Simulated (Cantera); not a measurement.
Gas mixture: N2O : N2 = 0.72 : 0.96 (molar parts), at 1330 Pa, frozen composition.

Cantera's kinetic-theory transport with the Lennard-Jones parameters of GRI-Mech 3.0, ideal gas; thermal conductivity in the mixture-averaged form. The composition is frozen, though it would react at the higher temperatures.

D: mixture-averaged diffusion coefficient of that species in the mixture.

| T (K) | ρ (kg/m³) | cp (J/kg/K) | μ (µPa s) | λ (mW/m/K) | Pr | D (cm²/s) NH3 | D (cm²/s) H2 | D (cm²/s) NO |
|---|---|---|---|---|---|---|---|---|
| 400 | 0.0140 | 1005 | ___ | 29.4 | 0.716 | 25.2 | 89.7 | 22.7 |
| 650 | 0.00860 | 1107 | ___ | 46.5 | 0.721 | 62.3 | 203 | 52.5 |
| 900 | 0.00621 | 1190 | ___ | 62.3 | 0.727 | 111 | 350 | 91.1 |
| 1150 | 0.00486 | 1244 | ___ | 77.0 | 0.727 | 171 | 526 | 137 |
| 1400 | 0.00399 | 1283 | ___ | 90.6 | 0.726 | 239 | 729 | 191 |
| 1650 | 0.00339 | 1313 | ___ | 103 | 0.726 | 316 | 957 | 251 |
| 1900 | 0.00294 | 1335 | 62.7 | 115 | 0.726 | 401 | 1210 | 317 |
| 2150 | 0.00260 | 1352 | 68.0 | 127 | 0.725 | 494 | 1480 | 389 |
| 2400 | 0.00233 | 1365 | 73.0 | 137 | 0.725 | 594 | 1780 | 466 |

Problem. Complete the blanks.

Solution. 
- 400, μ (µPa s): 20.9
- 650, μ (µPa s): 30.3
- 900, μ (µPa s): 38.1
- 1150, μ (µPa s): 45.0
- 1400, μ (µPa s): 51.3
- 1650, μ (µPa s): 57.2
